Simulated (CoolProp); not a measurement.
Carbon dioxide at 374.82 K and 0.698 MPa flows at 9.4 m/s in a round tube of 25 mm bore and 0.25 µm roughness, fully developed (64/Re and Nu = 3.66 if laminar; Colebrook and Gnielinski if turbulent). Each further row changes one setting.

Values from CoolProp's reference Helmholtz-energy equation of state, Span 1996.

```tsv
case	Reynolds number	Darcy friction factor	pressure drop (Pa/m)	heat-transfer coefficient (W/(m² K))	mass flow (kg/h)
as stated	127000	0.0172	304	209	166
velocity 18.8 m/s	253000	0.0150	1060	365	333
diameter 50 mm	253000	0.0150	133	182	666
```

Viscosity comes from a separate model (Laesecke 2017). Thermal conductivity comes from a separate model (Huber 2016).
